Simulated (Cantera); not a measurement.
Input (Python, Cantera):

```python
import numpy as np
import cantera as ct

gas = ct.Solution("SiF4_NH3_mec.yaml", "gas")
gas.TPX = 1825, 100000, {'NH3': 1, 'H2': 2.2}
reactor = ct.IdealGasConstPressureReactor(gas, energy="off", clone=False)
net = ct.ReactorNet([reactor])
net.rtol, net.atol = 1e-08, 1e-18
show = ['NH3', 'H2', 'NH2', 'N2', 'H', 'N2H2', 'N2H4']
times = np.geomspace(4e-06, 2, 12)

steps = ct.SolutionArray(gas, extra=["t"])
rows = []
print(f"{'t/s':>10s}{'T/K':>9s}{'P/Pa':>11s}" + "".join(f"{s:>11s}" for s in show))
for t in times:
    while net.time < t:
        t_next = net.step()
        steps.append(gas.state, t=t_next)
    rows.append([np.interp(t, steps.t, y) for y in (steps.T, steps.P, *steps(*show).X.T)])
    print(f"{t:10.3e}{rows[-1][0]:9.1f}{rows[-1][1]:11.4g}" + "".join(f"{x:11.3e}" for x in rows[-1][2:]))
rate = np.gradient(steps.T, steps.t)
print("integrator steps:", len(steps.t))
if steps.T.max() > steps.T[0] + 200:
    print(f"time of steepest temperature rise: {steps.t[rate.argmax()]:.4e} s")
gas.TPX = 1825, 100000, {'NH3': 1, 'H2': 2.2}
gas.equilibrate("TP")
print(f"equilibrium (TP): T = {gas.T:.1f} K  " + "  ".join(f"{s} {gas[s].X[0]:.3e}" for s in show))
```

Result:

```
       t/s      T/K       P/Pa        NH3         H2        NH2         N2          H       N2H2       N2H4
 4.000e-06   1825.0      1e+05  3.125e-01  6.875e-01  1.817e-06  5.438e-14  1.486e-06  9.206e-12  6.271e-12
 1.319e-05   1825.0      1e+05  3.125e-01  6.875e-01  6.000e-06  1.579e-11  4.885e-06  1.707e-10  7.612e-11
 4.347e-05   1825.0      1e+05  3.125e-01  6.875e-01  1.975e-05  3.871e-09  1.606e-05  2.373e-09  8.524e-10
 1.433e-04   1825.0      1e+05  3.124e-01  6.875e-01  6.391e-05  5.918e-07  5.195e-05  3.112e-08  9.008e-09
 4.725e-04   1825.0      1e+05  3.122e-01  6.875e-01  1.681e-04  3.079e-05  1.368e-04  2.922e-07  6.243e-08
 1.558e-03   1825.0      1e+05  3.113e-01  6.880e-01  2.090e-04  3.491e-04  1.707e-04  4.947e-07  9.655e-08
 5.136e-03   1825.0      1e+05  3.083e-01  6.898e-01  2.078e-04  1.489e-03  1.718e-04  4.887e-07  9.537e-08
 1.693e-02   1825.0      1e+05  2.988e-01  6.957e-01  2.032e-04  5.134e-03  1.748e-04  4.668e-07  9.119e-08
 5.582e-02   1825.0      1e+05  2.701e-01  7.134e-01  1.891e-04  1.604e-02  1.845e-04  4.036e-07  7.899e-08
 1.840e-01   1825.0      1e+05  1.998e-01  7.570e-01  1.519e-04  4.286e-02  2.127e-04  2.612e-07  5.099e-08
 6.067e-01   1825.0      1e+05  9.258e-02  8.233e-01  8.473e-05  8.372e-02  2.783e-04  8.436e-08  1.585e-08
 2.000e+00   1825.0      1e+05  2.321e-02  8.662e-01  2.658e-05  1.102e-01  3.664e-04  9.032e-09  1.559e-09
integrator steps: 813
equilibrium (TP): T = 1825.0 K  NH3 7.845e-06  H2 8.806e-01  NH2 1.003e-08  N2 1.190e-01  H 4.160e-04  N2H2 9.362e-14  N2H4 2.232e-16
```

Cantera simulation using the gas-phase N/H chemistry of the illustrative SiF4/NH3 mechanism in the Surface Chemkin manual (1991); the numbers are that mechanism's predictions, not measurements. Walls and surfaces, which speed up NH3 decomposition in real reactors, are not modelled.
